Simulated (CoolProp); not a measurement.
Model: reference Helmholtz-energy equation of state, Penoncello 2003, in CoolProp.

Question: For CHF3 (R23), give the phase and the isothermal compressibility (1/MPa), expansivity (1/kK), viscosity (µPa s) at 35.95 °C and 4.26 MPa.

Answer: 
- 35.95 °C and 4.26 MPa: gas; isothermal compressibility 0.427, expansivity 14.5, viscosity 18.1

Viscosity comes from a separate model (Shan 2000).
